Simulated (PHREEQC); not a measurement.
## Ultrapure water in contact with air or piping: speciation

Model water analysis in mg/L, 25 °C, pH 6.82, pe 9.4:

| constituent | mg/L |
|---|---|
| Na | 0.467 |
| K | 0.0708 |
| Ca | 0.484 |
| Mg | 0.147 |
| Cl | 0.487 |
| S(6) as SO4 | 0.515 |
| Alkalinity as HCO3 | 1.97 |
| Zn | 0.039 |
| O(0) (dissolved oxygen) | 0.0036 |
| F | 0.000932 |

Valence states are taken as typed.

Computed with PHREEQC (ion-association model, wateq4f.dat).

```yaml
ionic_strength: 8.23e-5 mol/kgw
charge_balance_error: 2.4 %
```

```json
[
 {"species": "HCO3-", "molality": "3.23e-5", "activity": "3.20e-5", "log γ": "-0.005"},
 {"species": "Na+", "molality": "2.03e-5", "activity": "2.01e-5", "log γ": "-0.005"},
 {"species": "Cl-", "molality": "1.37e-5", "activity": "1.36e-5", "log γ": "-0.005"},
 {"species": "Ca+2", "molality": "1.21e-5", "activity": "1.16e-5", "log γ": "-0.018"},
 {"species": "CO2", "molality": "1.09e-5", "activity": "1.09e-5", "log γ": "0.000"},
 {"species": "Mg+2", "molality": "6.04e-6", "activity": "5.79e-6", "log γ": "-0.018"},
 {"species": "SO4-2", "molality": "5.34e-6", "activity": "5.12e-6", "log γ": "-0.018"},
 {"species": "K+", "molality": "1.81e-6", "activity": "1.79e-6", "log γ": "-0.005"},
 {"species": "Zn+2", "molality": "5.88e-7", "activity": "5.64e-7", "log γ": "-0.018"},
 {"species": "H+", "molality": "1.53e-7", "activity": "1.51e-7", "log γ": "-0.005"},
 {"species": "O2", "molality": "1.12e-7", "activity": "1.12e-7", "log γ": "0.000"},
 {"species": "OH-", "molality": "6.68e-8", "activity": "6.61e-8", "log γ": "-0.005"},
 {"species": "F-", "molality": "4.90e-8", "activity": "4.85e-8", "log γ": "-0.005"},
 {"species": "CaSO4", "molality": "1.18e-8", "activity": "1.18e-8", "log γ": "0.000"},
 {"species": "CO3-2", "molality": "1.03e-8", "activity": "9.91e-9", "log γ": "-0.018"}
]
```

This is a speciation only: nothing precipitates in the calculation.
